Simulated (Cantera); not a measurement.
Stirred combustor or abatement burner

A perfectly stirred reactor is fed with 19.2 % CO, 3.07 % H2, 1.02 % CH4, 11.0 % O2, 41.2 % N2, 23.0 % H2O, 1.50 % CO2, at 4.93 atm; it is adiabatic with a 398 K inlet, and is followed from long to short residence time, starting on the burning branch (τ in s: 0.036, 0.018, 0.0093, 0.0047, 0.0024, 0.0012, 0.00061, 0.00031, 0.00016, 7.9e-05, 4e-05, 2e-05, 1e-05).

Computed with Cantera and GRI-Mech 3.0 (53 species, 325 reactions).

```tsv
τ (s)	T (K)	x CO	x H2	x CH4	x H	x CH2O	x N2O
0.036	1962	0.0368	0.0120	3.78e-6	0.000304	2.54e-7	2.32e-8
0.018	1957	0.0371	0.0121	4.79e-6	0.000404	3.77e-7	3.26e-8
0.0093	1951	0.0376	0.0122	6.19e-6	0.000528	5.51e-7	4.41e-8
0.0047	1943	0.0384	0.0124	8.38e-6	0.000694	8.17e-7	5.87e-8
0.0024	1931	0.0395	0.0127	1.17e-5	0.000909	1.21e-6	7.57e-8
0.0012	1913	0.0413	0.0131	1.71e-5	0.00120	1.82e-6	9.59e-8
0.00061	1889	0.0438	0.0135	2.60e-5	0.00158	2.73e-6	1.18e-7
0.00031	1855	0.0475	0.0140	4.14e-5	0.00206	4.17e-6	1.41e-7
0.00016	1809	0.0531	0.0143	7.02e-5	0.00261	6.54e-6	1.64e-7
7.9e-5	1733	0.0637	0.0140	0.000143	0.00306	1.17e-5	1.92e-7
4.0e-5	398	0.192	0.0307	0.0102	<1e-12	<1e-12	<1e-12
2.0e-5	398	0.192	0.0307	0.0102	<1e-12	<1e-12	<1e-12
1.0e-5	398	0.192	0.0307	0.0102	<1e-12	<1e-12	<1e-12
```
x: mole fraction; the columns are a selection and need not sum to one.
